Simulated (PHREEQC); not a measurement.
Solution (3.7 °C): 0.0027 mol KH2PO4, 0.1 mol NaF and 0.00038 mol NaCl per kg of water. Closed to the air; pH follows from the charge balance.

Computed with PHREEQC (ion-association model, phreeqc.dat).

| quantity | before | after |
|---|---|---|
| pH | 5.76 | 5.89 |
| H2PO4- (mol/kgw) | 0.00253 | 0.00242 |
| HPO4-2 (mol/kgw) | 0.000161 | 0.000247 |
| NaHPO4- (mol/kgw) | 1.18e-5 | 2.86e-5 |
| SI of Halite (NaCl) | -6.20 | -5.95 |
| SI of Sylvite (KCl) | -7.00 | -7.06 |

**Question.** What was changed between the two runs?
A) diluted 5-fold with water
B) NaF left out
C) KH2PO4 from 0.0027 to 0.00027 mol/kgw
D) NaF from 0.1 to 0.2 mol/kgw

**Answer.** D, NaF from 0.1 to 0.2 mol/kgw

This is a speciation only: nothing precipitates in the calculation. At this temperature some constants are extrapolated from 25 °C, and those without enthalpy data are left unchanged.
